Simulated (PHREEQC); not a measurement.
Make-up at 25 °C: 0.094 mol HF, 0.00036 mol H2SiF6, 0.046 mol HBF4 and 0.13 mol HNO3 per kg of water. Closed to the air; pH follows from the charge balance.

Equilibrium calculation in PHREEQC: ion-association model, phreeqc.dat.

```json
[
 {"quantity": "pH", "before": "0.85", "after": "0.85"},
 {"quantity": "ionic strength (mol/kgw)", "before": "0.178", "after": "0.174"},
 {"quantity": "HF (mol/kgw)", "before": "0.0931", "after": "0.0133"},
 {"quantity": "F- (mol/kgw)", "before": "0.000634", "after": "9.19e-5"},
 {"quantity": "HF2- (mol/kgw)", "before": "0.000225", "after": "4.65e-6"},
 {"quantity": "BF3OH- (mol/kgw)", "before": "0.000173", "after": "0.00111"},
 {"quantity": "SI of Quartz (SiO2)", "before": "-6.72", "after": "-1.65"}
]
```

### Question
What was changed between the two runs?
A) temperature from 25 to 5 °C
B) HF left out
C) HNO3 left out
D) temperature from 25 to 35 °C
E) 0.0086 mol/kgw H3PO4 added

### Answer
B, HF left out

No solid was allowed to form. SiF6-2 is the database's only silicon fluoride. Real BF4- forms and hydrolyses slowly; the run takes it at equilibrium.
